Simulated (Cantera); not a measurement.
Charge: 1 mol NiS, 230 mol H2, equilibrated at 2.80 bar.

Equilibrium computed with Cantera from the NASA thermochemical tables; the gas is ideal and each condensed phase is pure. Candidate condensed phases: Ni, NiS, NiS2, Ni3S2, Ni3S4, S; 9 gas species. Kinetics and transport are ignored. All values below are at 1500 °C.

Base state: H2 0.995, H2S 0.00425, H 0.000170, SH 8.68e-5 (mole fractions); condensed: Ni(l).

Question: What changes in the equilibrium state with this change: NiS replaced by Al2O3?

Answer: 
```csv
species,before,after
H2,0.995,1.000
H,0.000170,0.000170
H2S,0.00425,0
SH,8.68e-5,0
"Ni(l), mol",0.999,0
"Al2O3(s), mol",0,0.999
```
Further candidate phases: Al, Al2O3, H2O.

Question: What changes in the equilibrium state with this change: H2 from 230 to 2 mol?

Answer: 
```
species          before     after
-------------  --------  --------
H2                0.995     0.842
H2S             0.00425     0.146
S2              4.63e-6   0.00767
S               7.65e-7   3.12e-5
SH              8.68e-5   0.00325
H              0.000170  0.000156
Ni(l), mol        0.999         0
Ni3S2(l), mol         0     0.333
```
